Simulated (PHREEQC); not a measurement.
A solution holds 0.003 mol/kgw HF, 0.0092 mol/kgw (CH3)4NF and 0.00072 mol/kgw H2SiF6, at 25 °C. Closed to the air; pH follows from the charge balance.

Equilibrium calculation in PHREEQC: ion-association model, phreeqc.dat.

Each row changes one thing in this solution. No solid was allowed to form.

```tsv
case	pH	ionic strength (mol/kgw)	F- (mol/kgw)	HF (mol/kgw)	HF2- (mol/kgw)	H4SiO4 (mol/kgw)	SI of Quartz (SiO2)
as made	3.44	0.0103	0.00804	0.00392	0.000121	1.28e-7	-2.91
HF from 0.003 to 0.0027 mol/kgw	3.47	0.0103	0.00802	0.00366	0.000112	1.70e-7	-2.79
(CH3)4NF from 0.0092 to 0.092 mol/kgw	4.49	0.0928	0.0895	0.00328	0.00112	1.51e-9	-4.83
HF from 0.003 to 0.0006 mol/kgw	3.77	0.0101	0.00790	0.00181	5.49e-5	2.91e-6	-1.55
(CH3)4NF from 0.0092 to 0.0138 mol/kgw	3.62	0.0148	0.0124	[?]	0.000190	4.85e-8	-3.33
(CH3)4NF from 0.0092 to 0.00828 mol/kgw	[?]	0.00944	0.00717	0.00389	[?]	[?]	-2.80
0.00015 mol/kgw Ca(OH)2 added	3.48	0.0107	0.00830	0.00366	0.000117	1.57e-7	-2.82
```

Some entries are withheld; supply them.


- (CH3)4NF from 0.0092 to 0.0138 mol/kgw, HF (mol/kgw): 0.00398
- (CH3)4NF from 0.0092 to 0.00828 mol/kgw, pH: 3.40
- (CH3)4NF from 0.0092 to 0.00828 mol/kgw, HF2- (mol/kgw): 0.000107
- (CH3)4NF from 0.0092 to 0.00828 mol/kgw, H4SiO4 (mol/kgw): 1.66e-7

Some of these states are supersaturated (in Fluorite, for instance). (CH3)4N+ isn't in the database: it is added as a free cation with an ion size of 4 Å. SiF6-2 is the database's only silicon fluoride.
